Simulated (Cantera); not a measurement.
A closed system holds: 1 mol Ti(OiPr)₄, 3.2 mol O₂, at 1425 K and 1.30 mbar.

Equilibrium computed with Cantera from the NASA thermochemical tables; the gas is ideal and each condensed phase is pure. Candidate condensed phases: C, C₆H₆, C₇H₈, C₈H₁₈, H₂O, Ti, TiC, TiO, TiO₂, Ti₂O₃, Ti₃O₅, Ti₄O₇; 113 gas species. The feed counts by its element totals alone. TiC: taken at fixed stoichiometry. The numbers say what is thermodynamically allowed, not how fast it happens.

Base state: H₂ 0.574, CO 0.426, H 0.000143 (mole fractions); condensed: C(graphite) + TiC(s).

Task: What changes in the equilibrium state with this change: temperature from 1425 K to 2125 K?

Result: 
| species | before | after |
|---|---|---|
| H₂ | 0.574 | 0.516 |
| CO | 0.426 | 0.411 |
| H | 0.000143 | 0.0723 |
| C₂H₂ (acetylene) | 2.02e-6 | 0.000865 |
| C(graphite), mol | 0.600 | 0.556 |
| TiC(s), mol | 1.00 | 1.000 |

Task: What changes in the equilibrium state with this change: Ti(OiPr)₄ replaced by Ti?

Result: 
```csv
species,before,after
O₂,<1e-9,1.000
O,<1e-9,3.85e-5
H₂,0.574,0
CO,0.426,0
H,0.000143,0
"C(graphite), mol",0.600,0
"TiC(s), mol",1.00,0
"TiO₂(rutile), mol",0,1.00
```

Task: What changes in the equilibrium state with this change: O₂ from 3.2 to 0.07 mol?

Result: 
```json
[
 {"species": "H₂", "before": "0.574", "after": "0.772"},
 {"species": "CO", "before": "0.426", "after": "0.228"},
 {"species": "H", "before": "0.000143", "after": "0.000166"},
 {"species": "C(graphite), mol", "before": "0.600", "after": "6.86"},
 {"species": "TiC(s), mol", "before": "1.00", "after": "1.00"}
]
```
